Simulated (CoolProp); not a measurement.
Vapour-liquid equilibrium of carbon dioxide (1) + R125 (2) at 0.943 MPa; x and y are mole fractions of (1).

The numbers come from the multi-fluid Helmholtz-energy mixture model, Span 1996 and Lemmon 2005; pair parameters Bell 2016 in CoolProp.

| x | bubble temperature, mixture model (K) | bubble temperature, Raoult's law (K) | y, mixture model | y, Raoult's law |
|---|---|---|---|---|
| 0.05 | ___ | 278.2 | 0.182 | 0.211 |
| 0.2 | 262.3 | 264.1 | 0.551 | 0.577 |
| 0.35 | 251.8 | 254.3 | 0.733 | 0.757 |
| 0.5 | ___ | 247.0 | ___ | 0.859 |
| 0.65 | 239.8 | 241.2 | 0.893 | 0.922 |
| 0.8 | 235.9 | 236.5 | 0.941 | 0.963 |
| 0.95 | 232.5 | 232.6 | ___ | 0.992 |

Q: Some entries are withheld; supply them.

A: 
- 0.05, bubble temperature, mixture model (K): 278.0
- 0.5, bubble temperature, mixture model (K): 244.8
- 0.5, y, mixture model: 0.831
- 0.95, y, mixture model: 0.985

The largest gap from Raoult's law is -2.5 K in bubble temperature, at x = 0.35. No azeotrope shows between x = 0.05 and 0.95.

The pair parameters rest on a limited set of measurements; away from them the model extrapolates.
